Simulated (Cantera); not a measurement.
Charge: 1 mol SiH4, 1.5 mol HCl, 110 mol H2, equilibrated at 2448 K and 0.0240 bar.

Method: chemical equilibrium by Gibbs-energy minimisation in Cantera with the NASA 1993 tables (ideal gas, pure condensed phases). The tables' values for SiCl are old estimates; treat these amounts as uncertain. Gases not in the tables: Si2H6 and higher silanes. Equilibrium is a limit: real reactors are often held back by kinetics, nucleation or transport.

```tsv
species	before	after
H2	0.860	0.729
H	0.119	0.110
HCl	0.0111	0.0820
Si	0.00774	0.0573
SiCl2	1.29e-5	0.00611
Si3	1.14e-7	4.63e-5
SiCl	7.29e-5	0.00432
Si2	1.11e-5	0.000609
Cl	0.00109	0.00876
SiH	0.000319	0.00217
```
Gas species are given as mole fractions.

### Question
Name the change that produced these shifts.
(A) H2 from 110 to 8.8 mol
(B) HCl from 1.5 to 0.13 mol
(C) temperature from 2448 K to 2048.15 K
(D) temperature from 2448 K to 2600 K

### Answer
A, H2 from 110 to 8.8 mol
